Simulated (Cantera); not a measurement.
An isothermal, constant-pressure homogeneous reactor starts with 10.4 % H₂, 11.3 % O₂, 78.2 % N₂, at 1173 K and 75.0 Torr.

Detailed kinetics in Cantera: the H2/O2 subset of GRI-Mech 3.0, which has no nitrogen chemistry. The temperature is held fixed by assumption; the heat of reaction is taken as removed at once.

x: mole fraction; the columns are a selection and need not sum to one.

```tsv
t (s)	x H₂	x O₂	x O	x H	x OH	x HO₂	x H₂O₂
2.00e-6	0.104	0.113	1.66e-12	9.52e-11	1.54e-12	9.67e-11	<1e-12
1.58e-5	0.104	0.113	8.09e-11	7.54e-10	5.49e-11	7.65e-10	<1e-12
0.000124	0.104	0.113	(withheld)	(withheld)	(withheld)	(withheld)	1.90e-11
0.000982	0.0136	0.0720	0.0127	0.0430	0.00315	5.38e-6	4.00e-7
0.00775	0.000977	0.0645	0.000956	0.000915	0.000850	4.55e-6	5.87e-7
0.0611	1.01e-5	0.0646	9.95e-6	9.50e-7	8.52e-5	3.05e-7	6.56e-8
0.482	4.43e-7	0.0646	5.00e-7	1.05e-8	1.91e-5	1.77e-8	5.81e-9
3.80	4.30e-8	0.0646	5.07e-8	3.38e-10	6.08e-6	2.77e-9	6.92e-10
30.0	(withheld)	0.0646	(withheld)	4.02e-11	(withheld)	(withheld)	1.74e-10
```

What belongs in the gaps?


- 0.000124, x O: 5.26e-9
- 0.000124, x H: 2.31e-8
- 0.000124, x OH: 2.78e-9
- 0.000124, x HO₂: 6.42e-9
- 30.0, x H₂: 1.04e-8
- 30.0, x O: 1.19e-8
- 30.0, x OH: 2.94e-6
- 30.0, x HO₂: 2.38e-9
